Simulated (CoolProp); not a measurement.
Vapour-liquid equilibrium of fluoroethane (R161) (1) + R1234yf (2) at 2.77 kPa; x and y are mole fractions of (1).

Model: multi-fluid Helmholtz-energy mixture model, Wu 2012 and Lemmon 2022; pair parameters Bell 2016, in CoolProp.

```
x     bubble temperature, mixture model (°C)  bubble temperature, Raoult's law (°C)  y, mixture model  y, Raoult's law
----  --------------------------------------  -------------------------------------  ----------------  ---------------
0.05                                   -89.0                                  -88.8             0.097            0.080
0.15                                   -90.0                                  -89.5             0.259            0.226
0.25                                   -90.9                                  -90.2             0.390            0.356
0.35                                   -91.7                                  -90.8             0.498            0.472
0.45                                   -92.3                                  -91.4             0.590            0.577
0.55                                   -92.8                                  -92.0             0.671            0.671
0.65                                   -93.3                                  -92.6             0.744            0.757
0.75                                   -93.7                                  -93.1             0.815            0.834
0.85                                   -94.0                                  -93.6             0.885            0.905
0.95                                   -94.2                                  -94.1             0.960            0.970
```

The largest gap from Raoult's law is -0.9 K in bubble temperature, at x = 0.45. No azeotrope shows between x = 0.05 and 0.95.

Pair parameters are fitted to limited data, so mixtures are less certain than the pure fluids.
